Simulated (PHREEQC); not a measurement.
Consider water at 25 °C with 0.039 mol/kgw MnCl2. Closed to the air; pH follows from the charge balance.

All values are PHREEQC results (ion-association model, phreeqc.dat), not measurements.

Each row changes one thing in this solution. No solid was allowed to form.

| case | pH | ionic strength (mol/kgw) | Cl- (mol/kgw) | Mn+2 (mol/kgw) | MnCl+ (mol/kgw) | MnCl2 (mol/kgw) |
|---|---|---|---|---|---|---|
| as made | 6.21 | 0.109 | 0.0738 | 0.0349 | 0.00402 | 7.47e-5 |
| MnCl2 from 0.039 to 0.0585 mol/kgw | 6.15 | 0.160 | 0.109 | 0.0507 | 0.00765 | 0.000193 |
| temperature from 25 to 75 °C | ___ | 0.109 | 0.0742 | 0.0352 | 0.00370 | 6.56e-5 |
| diluted 10-fold with water | ___ | 0.0115 | 0.00772 | 0.00382 | ___ | 2.13e-7 |
| diluted 2-fold with water | 6.31 | 0.0559 | 0.0377 | 0.0182 | 0.00129 | 1.38e-5 |

Question: Fill in the missing entries.

Answer: 
- temperature from 25 to 75 °C, pH: 5.47
- diluted 10-fold with water, pH: 6.56
- diluted 10-fold with water, MnCl+ (mol/kgw): 7.89e-5

At this temperature some constants are extrapolated from 25 °C, and those without enthalpy data are left unchanged.
